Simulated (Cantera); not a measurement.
A perfectly stirred reactor is fed with CH₄ : CO : O₂ : N₂ = 1 : 0.21 : 1.65 : 6.22 (molar parts), at 1.01 bar; it is adiabatic with a 750 K inlet, and is followed from long to short residence time, starting on the burning branch (τ in s: 0.047, 0.024, 0.012, 0.0063, 0.0032, 0.0016, 0.00084, 0.00043, 0.00022, 0.00011, 5.7e-05, 2.9e-05).

Cantera simulation using GRI-Mech 3.0 (53 species, 325 reactions); the numbers are that mechanism's predictions, not measurements.

One state of this run: T (K) = 2318; x CH₄ = 3.97e-5; x CO = 0.0671; x O₂ = 0.00216; x NO = 0.000592; x C₂H₄ = 2.32e-8; x HO₂ = 6.73e-7. x: mole fraction; the columns are a selection and need not sum to one.

Question: Which value of τ (s) does it belong to?
A. 0.00084
B. 0.0032
C. 0.00022
D. 0.012

Answer: B, 0.0032
